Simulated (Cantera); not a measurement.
Input (Python, Cantera) and output of one run.

```python
import numpy as np
import cantera as ct

gas_names = [...]  # 110 gases of nasa_gas.yaml made of C, H, O
cond_names = """
    C(gr) C6H6(L) C7H8(L) C8H18(L),n-octa H2O(s) H2O(L)
""".split()


# ... load() reads the species with a 1 bar reference pressure and builds the phases ...
atoms = {
    'C2H2': {'C': 2, 'H': 2},
    'O2': {'O': 2},
    'H2': {'H': 2},
}
top_T = {'C(gr)': 4500}  # K; cautious upper limits of use, not melting points


# ... equilibrate(T, P, feed) seeds the gas with the atoms and calls Mixture.equilibrate('TP', solver="vcs", rtol=1e-11, max_steps=5000) ...
results = []
feed = {'C2H2': 1, 'O2': 0.029, 'H2': 76}  # mol
P = 100000  # Pa
for T in [1300, 1450, 1600, 1750, 1900, 2050, 2200]:
    mix = equilibrate(T, P, feed)
    results.append((T, P, feed, dict(zip(mix.species_names, mix.species_moles))))
    x = sorted(zip(gas.X, gas.species_names), reverse=True)
    print(f"T = {T:g} K  P = {P:g} Pa  gas = {mix.phase_moles(0):.4g} mol")
    print("   x: " + "  ".join(f"{s} {v:.3e}" for v, s in x if v > 0.0001))
    print("   condensed (mol): " + ("  ".join(f"{mix.phase(i).name} {mix.phase_moles(i):.4g}"
          for i in range(1, mix.n_phases) if mix.phase_moles(i) > 1e-12) or "none"))
```

It prints:

```
T = 1300 K  P = 100000 Pa  gas = 76.47 mol
   x: H2 9.915e-01  CH4 7.731e-03  CO 7.517e-04
   condensed (mol): C(gr) 1.351
T = 1450 K  P = 100000 Pa  gas = 76.81 mol
   x: H2 9.960e-01  CH4 3.275e-03  CO 7.533e-04
   condensed (mol): C(gr) 1.689
T = 1600 K  P = 100000 Pa  gas = 76.93 mol
   x: H2 9.975e-01  CH4 1.624e-03  CO 7.532e-04
   condensed (mol): C(gr) 1.812
T = 1750 K  P = 100000 Pa  gas = 77 mol
   x: H2 9.980e-01  CH4 9.095e-04  CO 7.530e-04  H 2.323e-04  C2H2,acetylene 1.147e-04
   condensed (mol): C(gr) 1.853
T = 1900 K  P = 100000 Pa  gas = 77.04 mol
   x: H2 9.975e-01  H 7.926e-04  CO 7.527e-04  CH4 5.592e-04  C2H2,acetylene 3.809e-04
   condensed (mol): C(gr) 1.839
T = 2050 K  P = 100000 Pa  gas = 77.12 mol
   x: H2 9.955e-01  H 2.264e-03  C2H2,acetylene 1.057e-03  CO 7.520e-04  CH4 3.696e-04
   condensed (mol): C(gr) 1.748
T = 2200 K  P = 100000 Pa  gas = 77.25 mol
   x: H2 9.908e-01  H 5.606e-03  C2H2,acetylene 2.539e-03  CO 7.507e-04  CH4 2.581e-04
   condensed (mol): C(gr) 1.526
```

Cantera equilibrium calculation (NASA polynomials, part measured and part estimated; ideal gas, pure solids and liquids).
